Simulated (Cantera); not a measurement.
Cantera run:

```python
import numpy as np
import cantera as ct

gas_names = [...]  # 123 gases of nasa_gas.yaml made of C, H, O, S
cond_names = """
    C(gr) C6H6(L) C7H8(L) C8H18(L),n-octa H2O(s) H2O(L) H2SO4(L) S(cr1) S(cr2) S(L)
""".split()


# ... load() reads the species with a 1 bar reference pressure and builds the phases ...
atoms = {
    'CS2': {'C': 1, 'S': 2},
    'SO2': {'S': 1, 'O': 2},
    'H2': {'H': 2},
}
top_T = {'C(gr)': 4500}  # K; cautious upper limits of use, not melting points


# ... equilibrate(T, P, feed) seeds the gas with the atoms and calls Mixture.equilibrate('TP', solver="vcs", rtol=1e-11, max_steps=5000) ...
results = []
P = 2000  # Pa
for T in [598, 673, 748, 823, 898, 973, 1048, 1123, 1198, 1273, 1348, 1423, 1498]:
    for m in [0.59, 0.79, 0.99, 1.2, 1.4, 1.6, 1.8, 2, 2.2, 2.4, 2.6]:
        feed = {'CS2': 1, 'SO2': 0.33, 'H2': m}  # mol
        mix = equilibrate(T, P, feed)
        results.append((T, P, feed, dict(zip(mix.species_names, mix.species_moles))))

for T, P, feed, n in results:
    print(f"{T:7g} {feed['H2']:10.4g}  " + (" + ".join(c for c in cond_names if n.get(c, 0) > 1e-12) or "gas only"))
```

Result:

```
    598       0.59  C(gr)
    598       0.79  C(gr)
    598       0.99  C(gr)
    598        1.2  C(gr)
    598        1.4  C(gr)
    598        1.6  C(gr)
    598        1.8  C(gr)
    598          2  C(gr)
    598        2.2  C(gr)
    598        2.4  C(gr)
    598        2.6  C(gr)
    673       0.59  gas only
    673       0.79  gas only
    673       0.99  C(gr)
    673        1.2  C(gr)
    673        1.4  C(gr)
    673        1.6  C(gr)
    673        1.8  C(gr)
    673          2  C(gr)
    673        2.2  C(gr)
    673        2.4  C(gr)
    673        2.6  C(gr)
    748       0.59  gas only
    748       0.79  gas only
    748       0.99  gas only
    748        1.2  C(gr)
    748        1.4  C(gr)
    748        1.6  C(gr)
    748        1.8  C(gr)
    748          2  C(gr)
    748        2.2  C(gr)
    748        2.4  C(gr)
    748        2.6  C(gr)
    823       0.59  gas only
    823       0.79  gas only
    823       0.99  gas only
    823        1.2  gas only
    823        1.4  C(gr)
    823        1.6  C(gr)
    823        1.8  C(gr)
    823          2  C(gr)
    823        2.2  C(gr)
    823        2.4  C(gr)
    823        2.6  C(gr)
    898       0.59  gas only
    898       0.79  gas only
    898       0.99  gas only
    898        1.2  gas only
    898        1.4  gas only
    898        1.6  C(gr)
    898        1.8  C(gr)
    898          2  C(gr)
    898        2.2  C(gr)
    898        2.4  C(gr)
    898        2.6  C(gr)
    973       0.59  gas only
    973       0.79  gas only
    973       0.99  gas only
    973        1.2  gas only
    973        1.4  gas only
    973        1.6  gas only
    973        1.8  gas only
    973          2  C(gr)
    973        2.2  C(gr)
    973        2.4  C(gr)
    973        2.6  C(gr)
   1048       0.59  gas only
   1048       0.79  gas only
   1048       0.99  gas only
   1048        1.2  gas only
   1048        1.4  gas only
   1048        1.6  gas only
   1048        1.8  gas only
   1048          2  gas only
   1048        2.2  gas only
   1048        2.4  gas only
   1048        2.6  gas only
   1123       0.59  gas only
   1123       0.79  gas only
   1123       0.99  gas only
   1123        1.2  gas only
   1123        1.4  gas only
   1123        1.6  gas only
   1123        1.8  gas only
   1123          2  gas only
   1123        2.2  gas only
   1123        2.4  gas only
   1123        2.6  gas only
   1198       0.59  gas only
   1198       0.79  gas only
   1198       0.99  gas only
   1198        1.2  gas only
   1198        1.4  gas only
   1198        1.6  gas only
   1198        1.8  gas only
   1198          2  gas only
   1198        2.2  gas only
   1198        2.4  gas only
   1198        2.6  gas only
   1273       0.59  gas only
   1273       0.79  gas only
   1273       0.99  gas only
   1273        1.2  gas only
   1273        1.4  gas only
   1273        1.6  gas only
   1273        1.8  gas only
   1273          2  gas only
   1273        2.2  gas only
   1273        2.4  gas only
   1273        2.6  gas only
   1348       0.59  gas only
   1348       0.79  gas only
   1348       0.99  gas only
   1348        1.2  gas only
   1348        1.4  gas only
   1348        1.6  gas only
   1348        1.8  gas only
   1348          2  gas only
   1348        2.2  gas only
   1348        2.4  gas only
   1348        2.6  gas only
   1423       0.59  gas only
   1423       0.79  gas only
   1423       0.99  gas only
   1423        1.2  gas only
   1423        1.4  gas only
   1423        1.6  gas only
   1423        1.8  gas only
   1423          2  gas only
   1423        2.2  gas only
   1423        2.4  gas only
   1423        2.6  gas only
   1498       0.59  gas only
   1498       0.79  gas only
   1498       0.99  gas only
   1498        1.2  gas only
   1498        1.4  gas only
   1498        1.6  gas only
   1498        1.8  gas only
   1498          2  gas only
   1498        2.2  gas only
   1498        2.4  gas only
   1498        2.6  gas only
```

Equilibrium computed with Cantera from the NASA thermochemical tables; the gas is ideal and each condensed phase is pure.
